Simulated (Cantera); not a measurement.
Cantera run:

```python
import numpy as np
import cantera as ct

gas_names = """
    Mg F2
""".split()
cond_names = """
    MgF2(s) MgF2(L)
""".split()


# ... load() reads the species with a 1 bar reference pressure and builds the phases ...
species = {s.name: s for s in load("nasa_gas.yaml", gas_names) + load("nasa_condensed.yaml", cond_names)}
# Each term lists the table entries of one substance; the one whose range holds T is used.
reactions = {
    'MgF2 = Mg(g) + F2(g)':
        [(-1, ['MgF2(s)', 'MgF2(L)']), (1, ['Mg']), (1, ['F2'])],
}


def pick(names, T):
    return next(species[n] for n in names if species[n].thermo.min_temp <= T <= species[n].thermo.max_temp)


results = []
for label, terms in reactions.items():
    print(label)
    print("     T/K   dH/kJ  dS/(J/K)   dG/kJ   log10 K")
    for T in [300, 1525, 1575, 1625, 1675, 1725, 1775, 1825, 1875, 1925, 1975, 2025]:
        used = [(nu, pick(names, T)) for nu, names in terms]
        dH = sum(nu * s.thermo.h(T) for nu, s in used) / 1e6
        dS = sum(nu * s.thermo.s(T) for nu, s in used) / 1e3
        dG = dH - T * dS / 1e3
        logK = -dG * 1e6 / (ct.gas_constant * T * np.log(10))
        results.append((label, T, dH, dS, dG, logK, [s.name for _, s in used]))
        print(f"{T:8g} {dH:8.1f} {dS:8.1f} {dG:8.1f} {logK:8.2f}")
```

It prints:

```
MgF2 = Mg(g) + F2(g)
     T/K   dH/kJ  dS/(J/K)   dG/kJ   log10 K
     300   1271.3    294.1   1183.1  -205.99
    1525   1245.8    262.9    844.8   -28.94
    1575   1185.4    223.6    833.2   -27.63
    1625   1183.6    222.5    822.0   -26.42
    1675   1181.9    221.4    811.0   -25.29
    1725   1180.1    220.4    799.9   -24.22
    1775   1178.3    219.4    788.9   -23.22
    1825   1176.6    218.4    778.0   -22.27
    1875   1174.8    217.4    767.1   -21.37
    1925   1173.0    216.5    756.2   -20.52
    1975   1171.3    215.6    745.4   -19.71
    2025   1169.5    214.7    734.7   -18.95
```

Source: NASA polynomial tables (part measured, part estimated), evaluated in Cantera. Condensed species are held in their standard states even where they would react or evaporate.
